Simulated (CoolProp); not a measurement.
Model: reference Helmholtz-energy equation of state, Span 1996, in CoolProp.

Question: For carbon dioxide, give the phase and the density (kg/m³), cp (kJ/(kg K)), expansivity (1/kK), viscosity (µPa s) at 290.6 K and 1040 kPa.

Answer: 
- 290.6 K and 1040 kPa: gas; density 20.1, cp 0.926, expansivity 4.19, viscosity 14.7

Viscosity comes from a separate model (Laesecke 2017).
